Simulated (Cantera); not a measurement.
Standard-state values (1 bar) from the NASA 1993 polynomials, evaluated with Cantera. Values are per mole of reaction as written; species without (g) are pure solids or liquids, kept so even where they would boil at 1 bar.

PbO(g) + CO(g) ⇌ Pb + CO₂(g)

```tsv
T (K)	ΔH° (kJ)	ΔS° (J/K)	ΔG° (kJ)	log10 K
1000	?	?	?	?
1075	-340.3	-139.2	-190.6	9.26
1150	-339.2	-138.3	-180.2	8.19
1225	?	?	?	?
1300	-337.2	-136.6	-159.6	6.41
1375	-336.2	-135.8	-149.4	5.68
1450	-335.1	-135.1	-139.3	5.02
1525	-334.1	-134.4	-129.2	4.42
1600	-333.0	-133.7	-119.1	3.89
```

Problem. Complete the blanks.

Solution. 
- 1000, ΔH° (kJ): -341.3
- 1000, ΔS° (J/K): -140.2
- 1000, ΔG° (kJ): -201.1
- 1000, log10 K: 10.51
- 1225, ΔH° (kJ): -338.2
- 1225, ΔS° (J/K): -137.4
- 1225, ΔG° (kJ): -169.9
- 1225, log10 K: 7.24
